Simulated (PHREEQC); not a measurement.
A PHREEQC input (ion-association model, wateq4f.dat):

```
SOLUTION 1
  temp 90
  units M
  pH 6.38
  pe 9.6
  Na 4.79
  K 0.278
  Ca 3.71
  Mg 0.0279
  Cl 9.38
  S(6) 0.493 as SO4
  Alkalinity 7.1 as HCO3
  Pb 2.28
  O(0) 0.0205
  Ba 0.00655
  B 0.00344
  Br 0.00372
END
USE solution 1
EQUILIBRIUM_PHASES 1
  Quartz 0 0.5
  CO2(g) -2 10
END
```

It stops with these messages:

```
ERROR: Calculations terminating due to input errors.
```

The fault: a unit that the program doesn't know. The line should read `units mg/L` where the input has `units M`. With the mend the run ends at pH 6.35 and ionic strength 0.000509 mol/kgw.
